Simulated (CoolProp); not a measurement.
Saturation properties of oxygen (Tc = -118.6 °C, pc = 50.46 bar, ω = 0.022).

Model: reference Helmholtz-energy equation of state, Schmidt 1985, in CoolProp.

| T (°C) | p (bar) | vapour Z | surface tension (mN/m) | liquid viscosity (µPa s) | liquid conductivity (mW/(m K)) |
|---|---|---|---|---|---|
| -167.25 | 4.050 | 0.9133 | 9.33 | 133 | 128 |
| -163.15 | 5.434 | 0.8934 | 8.38 | 122 | 122 |
| -159.05 | 7.136 | 0.8710 | 7.44 | 111 | 116 |
| -154.85 | 9.250 | 0.8453 | 6.51 | 101 | 110 |
| -150.75 | 11.72 | … | 5.62 | 92.3 | 104 |
| -146.65 | 14.63 | … | 4.76 | 84.2 | 97.7 |
| -142.45 | 18.11 | 0.7512 | 3.90 | 76.3 | 91.6 |
| -138.35 | 22.04 | … | 3.10 | 69.0 | 85.7 |
| -134.25 | 26.56 | 0.6691 | 2.33 | 62.1 | 79.8 |
| -130.15 | 31.71 | 0.6187 | 1.61 | 55.2 | 73.9 |
| -125.95 | 37.72 | 0.5562 | 0.926 | 48.1 | … |

Q: Fill in the missing entries.

A: 
- -150.75, vapour Z: 0.8174
- -146.65, vapour Z: 0.7865
- -138.35, vapour Z: 0.7127
- -125.95, liquid conductivity (mW/(m K)): 67.9

It boils at -183.0 °C under 1 atm.

Viscosity comes from a separate model (Lemmon 2004). Thermal conductivity comes from a separate model (Lemmon 2004). Surface tension comes from a separate correlation (Mulero 2012).
